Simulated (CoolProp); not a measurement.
Properties of CHF3 (R23) along the isotherm 52.05 °C.

Computed with CoolProp (reference Helmholtz-energy equation of state, Penoncello 2003).

```json
[
 {"p (bar)": "17.3", "phase": "gas", "density (kg/m³)": "49.92", "cv (kJ/(kg K))": "0.6856", "Joule-Thomson coefficient (K/MPa)": "10.05", "expansivity (1/kK)": "4.439"},
 {"p (bar)": "34.5", "phase": "gas", "density (kg/m³)": "114.3", "cv (kJ/(kg K))": "0.7319", "Joule-Thomson coefficient (K/MPa)": "10.05", "expansivity (1/kK)": "6.918"},
 {"p (bar)": "51.8", "phase": "supercritical", "density (kg/m³)": "208.1", "cv (kJ/(kg K))": "0.7950", "Joule-Thomson coefficient (K/MPa)": "9.586", "expansivity (1/kK)": "12.54"},
 {"p (bar)": "69", "phase": "supercritical", "density (kg/m³)": "372.3", "cv (kJ/(kg K))": "0.8711", "Joule-Thomson coefficient (K/MPa)": "7.718", "expansivity (1/kK)": "27.90"},
 {"p (bar)": "86.3", "phase": "supercritical", "density (kg/m³)": "604.5", "cv (kJ/(kg K))": "0.8675", "Joule-Thomson coefficient (K/MPa)": "4.176", "expansivity (1/kK)": "26.66"},
 {"p (bar)": "104", "phase": "supercritical", "density (kg/m³)": "736.5", "cv (kJ/(kg K))": "0.8338", "Joule-Thomson coefficient (K/MPa)": "2.351", "expansivity (1/kK)": "15.18"},
 {"p (bar)": "121", "phase": "supercritical", "density (kg/m³)": "806.5", "cv (kJ/(kg K))": "0.8176", "Joule-Thomson coefficient (K/MPa)": "1.582", "expansivity (1/kK)": "10.69"},
 {"p (bar)": "138", "phase": "supercritical", "density (kg/m³)": "854.3", "cv (kJ/(kg K))": "0.8087", "Joule-Thomson coefficient (K/MPa)": "1.156", "expansivity (1/kK)": "8.443"},
 {"p (bar)": "155", "phase": "supercritical", "density (kg/m³)": "890.8", "cv (kJ/(kg K))": "0.8034", "Joule-Thomson coefficient (K/MPa)": "0.8845", "expansivity (1/kK)": "7.094"},
 {"p (bar)": "173", "phase": "supercritical", "density (kg/m³)": "922.0", "cv (kJ/(kg K))": "0.7998", "Joule-Thomson coefficient (K/MPa)": "0.6852", "expansivity (1/kK)": "6.146"},
 {"p (bar)": "190", "phase": "supercritical", "density (kg/m³)": "946.7", "cv (kJ/(kg K))": "0.7976", "Joule-Thomson coefficient (K/MPa)": "0.5465", "expansivity (1/kK)": "5.504"},
 {"p (bar)": "207", "phase": "supercritical", "density (kg/m³)": "968.2", "cv (kJ/(kg K))": "0.7962", "Joule-Thomson coefficient (K/MPa)": "0.4387", "expansivity (1/kK)": "5.015"},
 {"p (bar)": "224", "phase": "supercritical", "density (kg/m³)": "987.3", "cv (kJ/(kg K))": "0.7953", "Joule-Thomson coefficient (K/MPa)": "0.3523", "expansivity (1/kK)": "4.628"},
 {"p (bar)": "242", "phase": "supercritical", "density (kg/m³)": "1005", "cv (kJ/(kg K))": "0.7948", "Joule-Thomson coefficient (K/MPa)": "0.2775", "expansivity (1/kK)": "4.296"}
]
```
